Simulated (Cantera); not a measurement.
A perfectly stirred reactor is fed with C3H8 : O2 : N2 = 1 : 3.57 : 13.4 (molar parts), at 200000 Pa; it is adiabatic with a 700 K inlet, and is followed from long to short residence time, starting on the burning branch (τ in s: 0.045, 0.019, 0.0076, 0.0031, 0.0013, 0.00053, 0.00022, 9.1e-05, 3.7e-05, 1.5e-05).

Detailed kinetics in Cantera: GRI-Mech 3.0 (53 species, 325 reactions). GRI-Mech 3.0 was tuned for natural gas; its chemistry of propane as a main component is partial and can be far from experiment.

Task: What does this change do: N2 13.4 to 21 parts?

Result: 
```tsv
quantity	before	after
blow-out, bracketed by the residence times tried	burning at 37.0 µs, out at 15.0 µs	burning at 0.220 ms, out at 91.0 µs
x(C3H8) at τ = 45.0 ms	2.02e-7	9.95e-7
x(O2) at τ = 45.0 ms	0.000108	0.000181
x(CH2CO) at τ = 45.0 ms	2.93e-7	3.45e-6
x(C2H6) at τ = 45.0 ms	3.30e-9	8.20e-8
x(HCN) at τ = 45.0 ms	4.85e-6	4.53e-5
x(C3H8) at τ = 0.530 ms	9.09e-6	3.76e-5
x(O2) at τ = 0.530 ms	0.00172	0.00376
x(CH2CO) at τ = 0.530 ms	5.66e-6	3.05e-5
x(C2H6) at τ = 0.530 ms	1.47e-7	2.46e-6
x(HCN) at τ = 0.530 ms	7.52e-5	0.000161
```

Task: What does this change do: pressure from 200000 Pa to 29000 Pa?

Result: 
```
quantity                                                                      before                                after
------------------------------------------------  ----------------------------------  -----------------------------------
blow-out, bracketed by the residence times tried  burning at 37.0 µs, out at 15.0 µs  burning at 0.220 ms, out at 91.0 µs
x(C3H8) at τ = 45.0 ms                                                       2.02e-7                              5.83e-7
x(O2) at τ = 45.0 ms                                                        0.000108                             0.000682
x(CH2CO) at τ = 45.0 ms                                                      2.93e-7                              3.28e-7
x(C2H6) at τ = 45.0 ms                                                       3.30e-9                              5.78e-9
x(HCN) at τ = 45.0 ms                                                        4.85e-6                              6.20e-6
x(C3H8) at τ = 0.530 ms                                                      9.09e-6                              4.43e-5
x(O2) at τ = 0.530 ms                                                        0.00172                              0.00644
x(CH2CO) at τ = 0.530 ms                                                     5.66e-6                              2.16e-5
x(C2H6) at τ = 0.530 ms                                                      1.47e-7                              3.78e-7
x(HCN) at τ = 0.530 ms                                                       7.52e-5                             0.000104
```
